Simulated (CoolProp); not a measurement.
Cyclopentane at several states: Z from the reference equation and from simpler models built on Tc = 511.7 K, pc = 4.583 MPa, ω = 0.202; each cubic takes its own stable root.

Values from CoolProp's reference Helmholtz-energy equation of state, Gedanitz 2015.

```tsv
T (K)	p (MPa)	phase	reference	van der Waals	Redlich-Kwong	Soave-Redlich-Kwong
291.2	3.53	liquid	0.1363	0.2121	[?]	0.1420
541.4	1.51	gas	[?]	[?]	[?]	[?]
404.7	0.0106	gas	0.9983	0.9988	0.9985	0.9984
```

Problem. Complete the blanks.

Solution. 
- 291.2, Redlich-Kwong: 0.1446
- 541.4, reference: 0.8976
- 541.4, van der Waals: 0.9080
- 541.4, Redlich-Kwong: 0.8988
- 541.4, Soave-Redlich-Kwong: 0.9014
